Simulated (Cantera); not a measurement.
Input: 1 mol Si(CH3)4, 0.96 mol C2H2, 470 mol H2, at 3.30 mbar.

These are equilibrium values from Cantera (NASA tables, ideal gas, pure condensed phases), not measurements of a reactor. Candidate condensed phases: C, C6H6, C7H8, C8H18, Si, SiC; 87 gas species. Equilibrium is a limit: real reactors are often held back by kinetics, nucleation or transport. All values below are at 1348 K.

Base state: H2 1.000, H 4.03e-5, CH4 1.93e-5 (mole fractions); condensed: C(graphite) + SiC(s).

Task: What changes in the equilibrium state with this change: Si(CH3)4 replaced by SiF4?

Result: 
```tsv
species	before	after
H2	1.000	0.995
HF	0	0.00353
SiF4	0	0.00106
SiF3	0	0.000175
SiHF3	0	4.33e-5
SiF2	0	2.23e-5
CH4	1.93e-5	1.91e-5
H	4.03e-5	4.02e-5
C(graphite), mol	4.91	1.52
SiC(s), mol	1.00	0.386
```
The tables' values for SiF3, SiF2 are old estimates; treat these amounts as uncertain.
